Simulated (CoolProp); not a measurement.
Saturation properties of chlorine.

Values from CoolProp's reference Helmholtz-energy equation of state, Thol 2021.

| T (K) | p (bar) | liquid density (kg/m³) | vapour density (kg/m³) | enthalpy of vaporisation (kJ/kg) | liquid cp (kJ/(kg K)) |
|---|---|---|---|---|---|
| 189.9 | 0.06024 | 1697 | 0.2714 | 313.2 | 0.9418 |
| 197.2 | 0.1013 | 1677 | 0.4402 | 309.4 | 0.9399 |
| 204.5 | 0.1633 | 1658 | 0.6858 | 305.7 | 0.9386 |
| 211.8 | 0.2537 | 1638 | 1.032 | 301.9 | 0.9378 |
| 219.1 | 0.3813 | 1618 | 1.504 | 298.0 | 0.9376 |
| 226.4 | 0.5563 | 1599 | 2.132 | 294.1 | 0.9381 |
| 233.8 | 0.7939 | 1578 | 2.962 | 290.0 | 0.9393 |
| 241.1 | 1.101 | 1558 | 4.007 | 285.9 | 0.9413 |
| 248.4 | 1.494 | 1538 | 5.316 | 281.6 | 0.9442 |
| 255.7 | 1.989 | 1518 | 6.929 | 277.2 | 0.9480 |
| 263 | 2.602 | 1497 | 8.892 | 272.7 | 0.9529 |
| 270.3 | 3.349 | 1476 | 11.25 | 268.0 | 0.9588 |
| 277.6 | 4.249 | 1455 | 14.06 | 263.0 | 0.9659 |
| 284.9 | 5.319 | 1433 | 17.37 | 257.9 | 0.9742 |
| 292.3 | 6.597 | 1411 | 21.29 | 252.4 | 0.9839 |

It boils at 239.2 K under 1 atm.
